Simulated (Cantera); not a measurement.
A closed system holds: 1 mol CS2, 3.2 mol H2O, at 130 bar.

Method: chemical equilibrium by Gibbs-energy minimisation in Cantera with the NASA 1993 tables (ideal gas, pure condensed phases). Candidate condensed phases: C, C6H6, C7H8, C8H18, H2O, H2SO4, S; 123 gas species. The ideal-gas law is rough above about 30 bar. Kinetics and transport are ignored.

x: gas mole fraction; nothing condenses.

```csv
T (°C),x H2O,x H2S,x CO2,x CO,x H2,x S2,x SO2,x COS,x SH
1327,0.342,0.322,0.143,0.0670,0.0533,0.0527,0.00358,0.0137,0.00125
1377,0.346,0.307,0.135,0.0745,0.0595,0.0581,0.00423,0.0131,0.00164
1427,0.349,0.292,0.127,0.0818,0.0659,0.0634,0.00495,0.0125,0.00211
1477,0.351,0.278,0.119,0.0887,?,0.0685,?,0.0118,?
1527,0.353,0.264,0.111,0.0953,0.0791,0.0732,0.00659,0.0111,0.00332
1577,0.355,0.251,0.104,0.102,0.0859,0.0777,0.00749,0.0105,0.00407
1627,0.356,0.238,0.0979,0.107,0.0927,0.0818,?,0.00981,?
1677,0.356,0.225,0.0917,0.113,0.0996,0.0856,0.00947,0.00918,0.00589
1727,0.356,0.214,0.0860,0.118,0.106,0.0890,0.0105,0.00858,0.00696
1777,0.356,0.203,0.0807,0.122,0.113,0.0921,0.0116,0.00800,0.00813
1827,0.355,0.192,0.0758,0.127,0.120,0.0948,0.0127,0.00747,0.00942
1877,0.354,0.182,0.0713,0.130,0.127,0.0971,0.0139,0.00697,0.0108
```

Question: Fill in the missing entries.

Answer: 
- 1477, x H2: 0.0724
- 1477, x SO2: 0.00574
- 1477, x SH: 0.00267
- 1627, x SO2: 0.00846
- 1627, x SH: 0.00493
